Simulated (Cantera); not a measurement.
An isothermal, constant-pressure homogeneous reactor starts with 1.75 % C₂H₆, 98.2 % N₂, at 1000 K and 0.0132 atm.

Computed with Cantera and GRI-Mech 3.0 (53 species, 325 reactions). GRI-Mech 3.0 stops at C3 and has no aromatics, soot or wall deposition, so with more carbon than oxygen in the feed, carbon stays in small species such as C2H2 where larger ones or solid carbon would form. Radical loss at walls, strong at low pressure, is not modelled.

x: mole fraction; the columns are a selection and need not sum to one.

| t (s) | x C₂H₆ | x HCN | x CH₂ | x C₂H₂ | x H₂ |
|---|---|---|---|---|---|
| 4.00e-5 | 0.0175 | <1e-12 | <1e-12 | <1e-12 | <1e-12 |
| 0.000145 | 0.0175 | <1e-12 | <1e-12 | <1e-12 | <1e-12 |
| 0.000523 | 0.0175 | <1e-12 | <1e-12 | <1e-12 | <1e-12 |
| 0.00189 | 0.0175 | <1e-12 | <1e-12 | <1e-12 | 2.01e-11 |
| 0.00684 | 0.0175 | <1e-12 | <1e-12 | <1e-12 | 1.18e-9 |
| 0.0247 | 0.0175 | <1e-12 | <1e-12 | <1e-12 | 5.63e-8 |
| 0.0894 | 0.0175 | <1e-12 | <1e-12 | 1.34e-11 | [?] |
| 0.323 | 0.0175 | <1e-12 | 1.71e-12 | [?] | [?] |
| 1.17 | 0.0171 | <1e-12 | 8.10e-12 | 6.10e-7 | 0.000455 |
| 4.23 | 0.0152 | <1e-12 | 8.52e-12 | 1.46e-5 | 0.00219 |
| 15.3 | 0.00937 | 1.38e-12 | 6.73e-12 | 0.000198 | 0.00776 |
| 55.3 | 0.00118 | 1.73e-12 | 1.31e-12 | 0.00156 | 0.0165 |
| 200 | 5.55e-5 | 1.76e-12 | <1e-12 | 0.00360 | 0.0196 |

**Question.** What belongs in the gaps?

**Answer.** 
- 0.0894, x H₂: 2.16e-6
- 0.323, x C₂H₂: 6.27e-9
- 0.323, x H₂: 4.81e-5
